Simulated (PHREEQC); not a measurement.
Consider water at 25 °C with 0.28 mol MgSO4 and 0.28 mol KBr per kg of water. Closed to the air; pH follows from the charge balance.

Equilibrium calculation in PHREEQC: Pitzer model, pitzer.dat.

* **ionic strength**: 1.40 mol/kgw
* **activity of water**: 0.985
* **density**: 1.053 g/cm³
* **osmotic coefficient**: 0.733

```
species  molality  activity   log γ
-------  --------  --------  ------
Br-         0.280     0.173  -0.210
K+          0.280     0.166  -0.228
Mg+2        0.280    0.0446  -0.798
SO4-2       0.280    0.0163  -1.235
MgOH+     6.94e-7   3.43e-7  -0.306
HSO4-     5.14e-7   3.09e-7  -0.221
H+        3.11e-7   1.99e-7  -0.194
OH-       1.31e-7   5.02e-8  -0.416
```

No solid was allowed to form. Species that the database lacks are ignored.
